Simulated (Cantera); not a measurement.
A Cantera script and what it prints.

```python
import numpy as np
import cantera as ct

gas_names = """
    B BH BH2 BH3 BN BO BO2 B2 B2O B2O2 B2O3 B3O3H3 H HBO HBO2 HNO HNO2 HNO3 HO2 H2 H2O H2O2 H3B3O6 N NH
    NH2 NH3 NH2OH NO NO2 NO3 N2 N2H2 N2H4 N2O O OH O2 O3
""".split()
cond_names = """
    B(b) B(L) BN(s) B2O3(L) B3O3H3(cr) H2O(s) H2O(L)
""".split()


def load(file, names, dense=False):
    # The tables refer to 1 bar. Condensed volumes are neglected.
    table = {s.name: s for s in ct.Species.list_from_file(file)}
    out = []
    for n in names:
        d = dict(table[n].input_data)
        d["thermo"] = dict(d["thermo"], **{"reference-pressure": 1e5})
        if dense:
            d["equation-of-state"] = {"model": "constant-volume", "density": "1e6 g/cm^3"}
        out.append(ct.Species.from_dict(d))
    return out


gas = ct.Solution(thermo="ideal-gas", species=load("nasa_gas.yaml", gas_names))
cond = {s.name: ct.Solution(thermo="fixed-stoichiometry", species=[s], name=s.name)
        for s in load("nasa_condensed.yaml", cond_names, dense=True)}
atoms = {
    'B2O3': {'B': 2, 'O': 3},
    'NH3': {'N': 1, 'H': 3},
    'N2': {'N': 2},
}
top_T = {'BN(s)': 3200}  # K; cautious upper limits of use, not melting points


def equilibrate(T, P, feed):
    n = {}
    for name, mol in feed.items():
        for a, k in atoms[name].items():
            n[a] = n.get(a, 0.0) + k * mol
    gas.TPX = T, P, n
    mass = sum(n.values()) * gas.mean_molecular_weight
    gas.equilibrate("TP")
    valid = [c for c in cond.values() if c.min_temp <= T <= top_T.get(c.name, c.max_temp)]
    mix = ct.Mixture([(gas, mass / gas.mean_molecular_weight)] + [(c, 0.0) for c in valid])
    mix.T, mix.P = T, P
    mix.equilibrate("TP", solver="vcs", rtol=1e-11, max_steps=5000)
    return mix


results = []
feed = {'B2O3': 1, 'NH3': 0.18, 'N2': 36}  # mol
P = 1333.22  # Pa
for T in [1923, 1973, 2023, 2073, 2123, 2173, 2223, 2273]:
    mix = equilibrate(T, P, feed)
    results.append((T, P, feed, dict(zip(mix.species_names, mix.species_moles))))
    x = sorted(zip(gas.X, gas.species_names), reverse=True)
    print(f"T = {T:g} K  P = {P:g} Pa  gas = {mix.phase_moles(0):.4g} mol")
    print("   x: " + "  ".join(f"{s} {v:.3e}" for v, s in x if v > 0.001))
    print("   condensed (mol): " + ("  ".join(f"{mix.phase(i).name} {mix.phase_moles(i):.4g}"
          for i in range(1, mix.n_phases) if mix.phase_moles(i) > 1e-12) or "none"))
```

Output:

```
T = 1923 K  P = 1333.22 Pa  gas = 37.41 mol
   x: N2 9.648e-01  B2O3 2.233e-02  HBO2 4.272e-03  H2 4.235e-03  BO 1.985e-03  HBO 1.012e-03
   condensed (mol): none
T = 1973 K  P = 1333.22 Pa  gas = 37.43 mol
   x: N2 9.643e-01  B2O3 2.192e-02  HBO2 4.601e-03  H2 3.970e-03  BO 2.638e-03
   condensed (mol): none
T = 2023 K  P = 1333.22 Pa  gas = 37.45 mol
   x: N2 9.638e-01  B2O3 2.145e-02  HBO2 4.959e-03  H2 3.667e-03  BO 3.396e-03
   condensed (mol): none
T = 2073 K  P = 1333.22 Pa  gas = 37.47 mol
   x: N2 9.632e-01  B2O3 2.090e-02  HBO2 5.329e-03  BO 4.244e-03  H2 3.326e-03  H 1.314e-03
   condensed (mol): none
T = 2123 K  P = 1333.22 Pa  gas = 37.5 mol
   x: N2 9.624e-01  B2O3 2.027e-02  HBO2 5.683e-03  BO 5.174e-03  H2 2.958e-03  H 1.690e-03
   condensed (mol): none
T = 2173 K  P = 1333.22 Pa  gas = 37.53 mol
   x: N2 9.616e-01  B2O3 1.955e-02  BO 6.188e-03  HBO2 5.983e-03  H2 2.579e-03  H 2.122e-03
   condensed (mol): none
T = 2223 K  P = 1333.22 Pa  gas = 37.57 mol
   x: N2 9.605e-01  B2O3 1.873e-02  BO 7.310e-03  HBO2 6.182e-03  H 2.609e-03  H2 2.212e-03  BO2 1.268e-03
   condensed (mol): none
T = 2273 K  P = 1333.22 Pa  gas = 37.63 mol
   x: N2 9.591e-01  B2O3 1.776e-02  BO 8.600e-03  HBO2 6.232e-03  H 3.155e-03  BO2 1.953e-03  H2 1.881e-03
   condensed (mol): none
```

These are equilibrium values from Cantera (NASA tables, ideal gas, pure condensed phases), not measurements of a reactor.
